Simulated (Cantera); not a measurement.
Transport properties of process gases

Gas mixture: N₂ : O₂ = 0.27 : 0.7 (molar parts), at 1.00 bar, frozen composition.

Cantera's kinetic-theory transport with the Lennard-Jones parameters of GRI-Mech 3.0, ideal gas; thermal conductivity in the multicomponent form.

| T (K) | ρ (kg/m³) | cp (J/kg/K) | μ (µPa s) | λ (mW/m/K) | Pr | D (cm²/s) H₂ | D (cm²/s) CH₄ | D (cm²/s) N₂ |
|---|---|---|---|---|---|---|---|---|
| 400 | 0.929 | 967.9 | 24.7 | 33.6 | 0.712 | 1.32 | 0.381 | 0.350 |
| 600 | 0.619 | 1021 | 32.8 | 47.2 | 0.710 | 2.61 | 0.768 | 0.700 |
| 800 | 0.464 | 1071 | 39.8 | 60.1 | 0.709 | 4.21 | 1.25 | 1.14 |
| 1000 | 0.372 | 1110 | 46.1 | 72.2 | 0.709 | 6.09 | 1.82 | 1.65 |
| 1200 | 0.310 | 1137 | 52.0 | 83.4 | 0.709 | 8.25 | 2.47 | 2.24 |
| 1400 | 0.265 | 1159 | 57.4 | 94.0 | 0.708 | 10.6 | 3.19 | 2.89 |
| 1600 | 0.232 | 1177 | 62.6 | 104 | 0.708 | 13.3 | 3.98 | 3.61 |
| 1800 | 0.206 | 1193 | 67.6 | 114 | 0.708 | 16.1 | 4.84 | 4.38 |
D: mixture-averaged diffusion coefficient of that species in the mixture.
